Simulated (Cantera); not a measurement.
Feed: 1 mol B₂O₃, 6.1 mol N₂, a varied amount of H₂, held at 1373.15 K and 14.0 Pa.

These are equilibrium values from Cantera (NASA tables, ideal gas, pure condensed phases), not measurements of a reactor. Candidate condensed phases: B, BN, B₂O₃, B₃O₃H₃, H₂O; 39 gas species. N₂ is the only nitrogen source here; it is nearly inert below about 1500 K, so the nitride shown seldom forms there in practice. Mutual solubility and eutectic melting of coexisting phases are not modelled. Kinetics and transport are ignored.

Question: Which condensed phases are stable at each of these points (n(H₂) (mol)): 4, 5.7, 8.3, 12, 18, 25, 37?

Answer: 
```json
[
 {"n(H₂) (mol)": "4", "condensed phases": "BN(s) + B₂O₃(l)", "B condensed (%)": "84.3"},
 {"n(H₂) (mol)": "5.7", "condensed phases": "BN(s) + B₂O₃(l)", "B condensed (%)": "80.9"},
 {"n(H₂) (mol)": "8.3", "condensed phases": "BN(s) + B₂O₃(l)", "B condensed (%)": "75.8"},
 {"n(H₂) (mol)": "12", "condensed phases": "BN(s) + B₂O₃(l)", "B condensed (%)": "68.6"},
 {"n(H₂) (mol)": "18", "condensed phases": "B₂O₃(l)", "B condensed (%)": "57.0"},
 {"n(H₂) (mol)": "25", "condensed phases": "B₂O₃(l)", "B condensed (%)": "43.6"},
 {"n(H₂) (mol)": "37", "condensed phases": "B₂O₃(l)", "B condensed (%)": "20.6"}
]
```

From 4 mol H₂ to 12 mol H₂ the condensed part is BN(s) + B₂O₃(l). From 18 mol H₂ to 37 mol H₂ the condensed part is B₂O₃(l).
